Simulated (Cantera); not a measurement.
Adiabatic ignition

An adiabatic, constant-volume homogeneous reactor starts with H₂ : O₂ : N₂ = 1 : 0.769 : 2.89 (molar parts), at 1500 K and 1.40 bar.

Computed with Cantera and the H2/O2 subset of GRI-Mech 3.0, which has no nitrogen chemistry.

```csv
t (s),T (K),P (bar),x H₂,x O₂,x H₂O₂,x OH,x H,x H₂O
6.00e-6,1501,1.40,0.213,0.164,3.85e-7,0.000174,0.000955,0.00121
1.49e-5,2171,1.95,0.0313,0.0642,7.37e-7,0.0298,0.0451,0.154
3.69e-5,2768,2.39,0.0189,0.0591,6.97e-7,0.0344,0.0125,0.190
9.15e-5,2875,2.46,0.0152,0.0587,1.07e-6,0.0328,0.00838,0.198
0.000227,2875,2.46,0.0152,0.0587,1.07e-6,0.0328,0.00837,0.198
0.000563,2875,2.46,0.0152,0.0587,1.07e-6,0.0328,0.00837,0.198
0.00140,2875,2.46,0.0152,0.0587,1.07e-6,0.0328,0.00837,0.198
0.00346,2875,2.46,0.0152,0.0587,1.07e-6,0.0328,0.00837,0.198
0.00859,2875,2.46,0.0152,0.0587,1.07e-6,0.0328,0.00837,0.198
0.0213,2875,2.46,0.0152,0.0587,1.07e-6,0.0328,0.00837,0.198
0.0529,2875,2.46,0.0152,0.0587,1.07e-6,0.0328,0.00837,0.198
0.131,2875,2.46,0.0152,0.0587,1.07e-6,0.0328,0.00837,0.198
0.325,2875,2.46,0.0152,0.0587,1.07e-6,0.0328,0.00837,0.198
0.806,2875,2.46,0.0152,0.0587,1.07e-6,0.0328,0.00837,0.198
2.00,2875,2.46,0.0152,0.0587,1.07e-6,0.0328,0.00837,0.198
```
x: mole fraction; the columns are a selection and need not sum to one.

```yaml
time_of_steepest_temperature_rise: 9.64 µs
temperature at 2.00 s: 2875 K
equilibrium_temperature: 2875 K
x(H₂) at 2.00 s: 0.0152 (gas-phase equilibrium 0.0152)
x(O₂) at 2.00 s: 0.0587 (gas-phase equilibrium 0.0587)
x(H₂O₂) at 2.00 s: 1.07e-6 (gas-phase equilibrium 1.07e-6)
```
